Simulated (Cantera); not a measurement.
Charge: 1 mol CH3SiCl3, 0.031 mol CH4, 1.1 mol H2, at 0.0640 bar.

These are equilibrium values from Cantera (NASA tables, ideal gas, pure condensed phases), not measurements of a reactor. Candidate condensed phases: C, C6H6, C7H8, C8H18, Si, SiC; 109 gas species. The feed counts by its element totals alone. Gases not in the tables: Si2H6 and higher silanes. Kinetics and transport are ignored.

What share of the Si ends up in condensed phases as a function of T (°C), at 1977, 2002, 2027, 2052, 2077, 2102, 2127, 2152, 2177, 2202, 2227?


| T (°C) | Si condensed (%) | as |
|---|---|---|
| 1977 | 47.7 | SiC(s) |
| 2002 | 46.5 | SiC(s) |
| 2027 | 45.2 | SiC(s) |
| 2052 | 43.8 | SiC(s) |
| 2077 | 42.2 | SiC(s) |
| 2102 | 40.4 | SiC(s) |
| 2127 | 38.4 | SiC(s) |
| 2152 | 36.1 | SiC(s) |
| 2177 | 33.3 | SiC(s) |
| 2202 | 29.9 | SiC(s) |
| 2227 | 25.7 | SiC(s) |
